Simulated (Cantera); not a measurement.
Roasting and sulfation: FeS2 + H2S + N2

A closed system holds: 1 mol FeS2, 0.18 mol H2S, 3.7 mol N2, held at 1600 K and 1.90 bar.

These are equilibrium values from Cantera (NASA tables, ideal gas, pure condensed phases), not measurements of a reactor. Candidate condensed phases: Fe, FeS, FeS2, S; 16 gas species. FeS: taken at fixed stoichiometry. Equilibrium is a limit: real reactors are often held back by kinetics, nucleation or transport.

- x(N2): 0.836
- x(S2): 0.122
- x(H2S): 0.0211
- x(H2): 0.0190
- x(SH): 0.00113
- x(S): 3.07e-5
- x(H): 5.44e-6
- n(FeS(l)): 1.00 mol
- gas amount: 4.423 mol
- log10 activity of S(l) (absent): -1.62
- log10 activity of Fe(γ) (absent): -1.80
